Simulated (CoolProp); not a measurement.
Vapour pressure (kPa) of C2F6 (R116): the reference equation beside estimates from Tc = 293.0 K, pc = 3048 kPa, ω = 0.257.

Values from CoolProp's reference Helmholtz-energy equation of state, Lemmon 2006. It is a short technical equation, of lower accuracy than the large ones.

| T (K) | reference | Redlich-Kwong | Soave-Redlich-Kwong |
|---|---|---|---|
| 199.4 | 127.2 | 208.9 | 126.8 |
| 202.3 | 147.2 | (withheld) | 146.9 |
| 205.3 | 170.3 | 268.5 | 170.2 |
| 208.2 | 195.2 | 301.8 | 195.3 |
| 211.1 | 222.7 | 338.1 | 223.1 |
| 214 | 253.2 | 377.3 | 253.9 |
| 217 | (withheld) | 421.2 | 289.0 |
| 219.9 | 324.8 | 466.9 | (withheld) |
| 222.8 | 365.1 | 516.1 | 367.4 |
| 225.7 | (withheld) | 568.7 | 412.1 |
| 228.7 | 458.7 | 627.0 | 462.5 |
| 231.6 | 510.7 | 687.2 | 515.5 |
| 234.5 | 567.1 | 751.3 | 572.9 |

Question: What belongs in the gaps?

Answer: 
- 202.3, Redlich-Kwong: 236.8
- 217, reference: 287.9
- 219.9, Soave-Redlich-Kwong: 326.4
- 225.7, reference: 409.1

Absolute difference from the reference over all 13 rows, mean and median: Redlich-Kwong 47.1 and 46.3 %, Soave-Redlich-Kwong 0.5 and 0.4 %.
